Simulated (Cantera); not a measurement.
# Adiabatic ignition

An adiabatic, constant-pressure homogeneous reactor starts with CH4 : O2 : N2 : H2O = 1 : 1.05 : 3.96 : 0.78 (molar parts), equivalence ratio 1.9, at 1675 K and 4.10 bar.

Cantera simulation using GRI-Mech 3.0 (53 species, 325 reactions); the numbers are that mechanism's predictions, not measurements.

```csv
t (s),T (K),x CH4,x O2,x H2O,x N2O,x C2H,x NO2
6.00e-6,1675,0.147,0.155,0.115,2.13e-10,<1e-12,<1e-12
1.98e-5,1675,0.146,0.154,0.115,1.14e-9,<1e-12,<1e-12
6.52e-5,1690,0.140,0.151,0.119,9.32e-9,3.37e-11,1.19e-12
0.000215,2605,2.22e-9,5.04e-5,0.214,2.89e-8,1.90e-11,5.53e-9
0.000709,2602,4.58e-11,5.40e-5,0.214,2.89e-8,<1e-12,6.65e-9
0.00234,2602,4.61e-11,5.37e-5,0.214,3.07e-8,<1e-12,8.27e-9
0.00770,2602,4.62e-11,5.36e-5,0.214,3.18e-8,<1e-12,9.10e-9
0.0254,2602,4.62e-11,5.36e-5,0.214,3.18e-8,<1e-12,9.12e-9
0.0837,2602,4.62e-11,5.36e-5,0.214,3.18e-8,<1e-12,9.12e-9
0.276,2602,4.62e-11,5.36e-5,0.214,3.18e-8,<1e-12,9.12e-9
0.910,2602,4.62e-11,5.36e-5,0.214,3.18e-8,<1e-12,9.12e-9
3.00,2602,4.62e-11,5.36e-5,0.214,3.18e-8,<1e-12,9.12e-9
```
x: mole fraction; the columns are a selection and need not sum to one.

```
Property                                                              Result
---------------------------------  -----------------------------------------
time of steepest temperature rise                                   0.130 ms
temperature at 3.00 s                                                 2602 K
equilibrium temperature                                               2602 K
x(CH4) at 3.00 s                   4.62e-11 (gas-phase equilibrium 5.25e-11)
x(O2) at 3.00 s                      5.36e-5 (gas-phase equilibrium 5.36e-5)
x(H2O) at 3.00 s                         0.214 (gas-phase equilibrium 0.214)
```
